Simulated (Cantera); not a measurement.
Gas-phase reforming

An isothermal, constant-pressure homogeneous reactor starts with CH4 : CO2 : H2 = 1 : 0.89 : 0.06 (molar parts), at 2200 K and 113 Torr.

Cantera simulation using GRI-Mech 3.0 (53 species, 325 reactions); the numbers are that mechanism's predictions, not measurements.

```csv
t (s),x CH4,x CO2,x H2,x H2O,x C2H4,x CH2CO,x CH2
6.00e-6,0.505,0.455,0.0337,8.88e-5,4.54e-5,2.71e-10,3.85e-6
2.69e-5,0.466,0.447,0.0539,0.000886,0.00477,7.58e-8,4.85e-5
0.000121,0.198,0.344,0.282,0.0196,0.0213,3.70e-5,0.000109
0.000543,0.0338,0.163,0.367,0.120,0.000908,0.000198,6.78e-5
0.00244,0.00713,0.0328,0.347,0.166,0.000107,0.000210,5.04e-5
0.0110,0.00364,0.0113,0.450,0.0638,2.93e-5,3.80e-5,2.44e-5
0.0492,0.000840,0.00133,0.506,0.00772,4.84e-6,2.29e-6,7.85e-6
0.221,6.12e-5,3.14e-6,0.514,1.83e-5,2.67e-6,4.99e-8,6.98e-7
0.992,3.40e-5,1.03e-7,0.514,6.08e-7,2.66e-6,2.61e-8,3.89e-7
4.45,3.40e-5,1.03e-7,0.514,6.08e-7,2.66e-6,2.61e-8,3.89e-7
20.0,3.40e-5,1.03e-7,0.514,6.08e-7,2.66e-6,2.61e-8,3.89e-7
```
x: mole fraction; the columns are a selection and need not sum to one.

Equilibrium at this temperature and pressure: CH4 3.41e-5, CO2 1.04e-7, H2 0.514, H2O 6.10e-7, C2H4 2.66e-6, CH2CO 2.62e-8, CH2 3.91e-7 (gas phase only).
